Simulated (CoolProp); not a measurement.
The fluid at 293.15 K and 0.138 MPa is compressed adiabatically to 1.05 MPa with isentropic efficiency 1. The same conditions are run with several fluids, on thermodynamics alone (safety and materials aside).

Values from CoolProp's reference Helmholtz-energy equation of state of each fluid (c-C4F8 (RC318): Platzer 1990; carbon dioxide: Span 1996; R115: Lemmon 2016; R404A: Lemmon 2003; hydrogen chloride: Thol 2018). The equations of Platzer and Polt are older, rougher fits. Blends and air are pseudo-pure fits.

Q: Rank c-C4F8 (RC318), carbon dioxide, R115, R404A, hydrogen chloride by work (kJ/kg), highest first.

A: hydrogen chloride (182), carbon dioxide (140), R404A (53.4), R115 (32.5), c-C4F8 (RC318) (23.0)

```csv
fluid,final temperature (K),final phase,final density (kg/m³)
c-C4F8 (RC318),342.4,"two-phase, vapour fraction 0.921",106
carbon dioxide,449.2,gas,12.5
R115,346.1,gas,64.9
R404A,360.3,gas,37.7
hydrogen chloride,523.8,gas,8.88
```
